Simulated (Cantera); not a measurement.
Input: 1 mol CS2, 0.1 mol H2, a varied amount of O2, held at 2377 °C and 100 Torr.

Cantera equilibrium calculation (NASA polynomials, part measured and part estimated; ideal gas, pure solids and liquids). Candidate condensed phases: C, C6H6, C7H8, C8H18, H2O, H2SO4, S; 123 gas species. Kinetics and transport are ignored.

Problem. At 1.5 mol O2, list the 5 most abundant gas species with their mole fractions, and the condensed phases.

Solution. CO 0.308, SO 0.237, SO2 0.201, S2 0.0927, S 0.0663. Condensed: gas only.
